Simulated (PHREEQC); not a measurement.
Consider water at 25 °C with 3 mol/kgw MgCl2, 0.04 mol/kgw MgSO4 and 1.6 mol/kgw LiCl. Closed to the air; pH follows from the charge balance.

Computed with PHREEQC (Pitzer model, pitzer.dat).

```tsv
quantity	before	after
MgOH+ (mol/kgw)	2.65e-6	1.25e-6
HSO4- (mol/kgw)	6.07e-7	2.79e-7
SI of Epsomite (MgSO4:7H2O)	-1.25	-1.57
SI of Hexahydrite (MgSO4:6H2O)	-1.31	-1.75
```

Question: What was changed between the two runs?
A) LiCl from 1.6 to 0.8 mol/kgw
B) MgCl2 from 3 to 1.5 mol/kgw
C) LiCl from 1.6 to 0.16 mol/kgw
D) temperature from 25 to 20 °C

Answer: B, MgCl2 from 3 to 1.5 mol/kgw

Precipitation was switched off in this run.
